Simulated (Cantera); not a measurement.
Input: 1 mol Fe₃O₄, 7.9 mol C, 2.2 mol N₂, 0.32 mol CH₄, at 1550 K and 1000 Pa.

These are equilibrium values from Cantera (NASA tables, ideal gas, pure condensed phases), not measurements of a reactor. Candidate condensed phases: C, C₆H₆, C₇H₈, C₈H₁₈, Fe, Fe(CO)₅, FeO, Fe(OH)₂, Fe(OH)₃, Fe₂O₃, Fe₃O₄, H₂O; 140 gas species. Iron dissolves carbon and melts from about 1420 K in contact with it, which pure phases cannot show. Condensed phases not in the tables: cementite and carbon dissolved in iron. Equilibrium is a limit: real reactors are often held back by kinetics, nucleation or transport.

Base state: CO 0.585, N₂ 0.321, H₂ 0.0934, HCN 0.000258, H 9.62e-5, Fe 4.19e-5 (mole fractions); condensed: C(graphite) + Fe(γ).

Problem. What changes in the equilibrium state with this change: temperature from 1550 K to 2150 K?

Solution. 
| species | before | after |
|---|---|---|
| CO | 0.585 | 0.480 |
| N₂ | 0.321 | 0.262 |
| Fe | 4.19e-5 | 0.173 |
| H | 9.62e-5 | 0.0111 |
| H₂ | 0.0934 | 0.0693 |
| CN | 1.60e-9 | 1.78e-5 |
| C₂H₂ (acetylene) | 1.50e-6 | 0.000134 |
| HNC | 5.09e-6 | 0.000252 |
| C(graphite), mol | 4.22 | 4.19 |
| Fe(γ), mol | 3.00 | 0 |
| Fe(l), mol | 0 | 1.55 |
